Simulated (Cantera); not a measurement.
A perfectly stirred reactor is fed with CH₄ : N₂ = 1 : 1.6 (molar parts), at 1.00 bar; it is held at 1375 K, and followed from long to short residence time.

Detailed kinetics in Cantera: GRI-Mech 3.0 (53 species, 325 reactions). GRI-Mech 3.0 stops at C3 and has no aromatics, soot or wall deposition, so with more carbon than oxygen in the feed, carbon stays in small species such as C2H2 where larger ones or solid carbon would form.

What does this change do: N2 1.6 to 10 parts?


```csv
quantity,before,after
x(CH₄) at τ = 23.0 s,0.186,0.0507
x(CH₃) at τ = 23.0 s,1.88e-5,8.72e-6
x(C₂H₆) at τ = 23.0 s,0.000115,2.27e-5
x(C₂H) at τ = 23.0 s,2.45e-10,1.21e-10
x(C₂H₄) at τ = 23.0 s,0.0141,0.00119
x(CH₄) at τ = 0.190 s,0.378,0.0899
x(CH₃) at τ = 0.190 s,3.83e-5,1.90e-5
x(C₂H₆) at τ = 0.190 s,0.000486,0.000127
x(C₂H) at τ = 0.190 s,4.32e-12,1.55e-12
x(C₂H₄) at τ = 0.190 s,0.00116,0.000220
```

What does this change do: pressure from 1.00 bar to 0.133 bar?


```tsv
quantity	before	after
x(CH₄) at τ = 23.0 s	0.186	0.272
x(CH₃) at τ = 23.0 s	1.88e-5	4.91e-5
x(C₂H₆) at τ = 23.0 s	0.000115	9.99e-5
x(C₂H) at τ = 23.0 s	2.45e-10	2.89e-10
x(C₂H₄) at τ = 23.0 s	0.0141	0.00170
x(CH₄) at τ = 0.190 s	0.378	0.383
x(CH₃) at τ = 0.190 s	3.83e-5	6.43e-5
x(C₂H₆) at τ = 0.190 s	0.000486	0.000179
x(C₂H) at τ = 0.190 s	4.32e-12	<1e-12
x(C₂H₄) at τ = 0.190 s	0.00116	0.000297
```
